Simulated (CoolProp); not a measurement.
500 sccm (0 °C, 1 atm) of nitrogen bubbles through liquid m-xylene at 345.3 K and leaves saturated at a total pressure of 0.0683 MPa (ideal gas phase). Each further row changes one setting.

Values from CoolProp's reference Helmholtz-energy equation of state, Zhou 2012.

```csv
case,vapour pressure (kPa),mole fraction of vapour,delivery (mg/min),delivery (sccm),change of delivery for a bath 1 K warmer (%)
as stated,11.1,0.162,[?],96.7,5.0
bath temperature 350.3 K,[?],0.198,[?],123,5.0
total pressure 0.137 MPa,11.1,0.0808,[?],43.9,4.5
```

Problem. What belongs in the gaps?

Solution. 
- as stated, delivery (mg/min): 458
- bath temperature 350.3 K, vapour pressure (kPa): 13.5
- bath temperature 350.3 K, delivery (mg/min): 585
- total pressure 0.137 MPa, delivery (mg/min): 208
